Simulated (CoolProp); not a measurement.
Chloromethane (R40) along the isotherm 252.1 K: density (kg/m³) from the reference equation and from simpler models built on Tc = 418.6 K, pc = 6929 kPa, ω = 0.150; each cubic takes its own stable root.

Values from CoolProp's reference Helmholtz-energy equation of state, Thol 2014.

| p (kPa) | phase | reference | van der Waals | Peng-Robinson |
|---|---|---|---|---|
| 3460 | liquid | 1003 | 625.0 | … |
| 6930 | liquid | 1008 | 631.8 | … |
| 10400 | liquid | 1012 | … | 1055 |
| 13900 | liquid | 1016 | … | … |
| 17300 | liquid | 1021 | 648.3 | 1063 |
| 20800 | liquid | 1025 | 652.9 | 1067 |
| 24300 | liquid | 1028 | 657.1 | 1070 |
| 27700 | liquid | 1032 | 660.9 | 1073 |
| 31200 | liquid | 1036 | 664.5 | 1077 |

### Question
Complete the blanks.

### Answer

- 3460, Peng-Robinson: 1046
- 6930, Peng-Robinson: 1051
- 10400, van der Waals: 637.9
- 13900, van der Waals: 643.4
- 13900, Peng-Robinson: 1059
